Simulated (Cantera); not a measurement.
An adiabatic, constant-volume homogeneous reactor starts with 5.06 % CH3OH, 7.89 % O2, 87.0 % N2, at 1173 K and 790000 Pa.

Model: GRI-Mech 3.0 (53 species, 325 reactions), integrated in Cantera. GRI-Mech 3.0 was tuned for natural gas; its chemistry of methanol as a main component is partial and can be far from experiment.

Q: Predict: time of steepest temperature rise; temperature at 6.00 s; equilibrium temperature; x(O2) at 6.00 s; x(H2) at 6.00 s.

A: 
| Property | Value |
|---|---|
| time of steepest temperature rise | 3.76 ms |
| temperature at 6.00 s | 2271 K |
| equilibrium temperature | 2271 K |
| x(O2) at 6.00 s | 0.00313 (gas-phase equilibrium 0.00313) |
| x(H2) at 6.00 s | 0.000772 (gas-phase equilibrium 0.000772) |
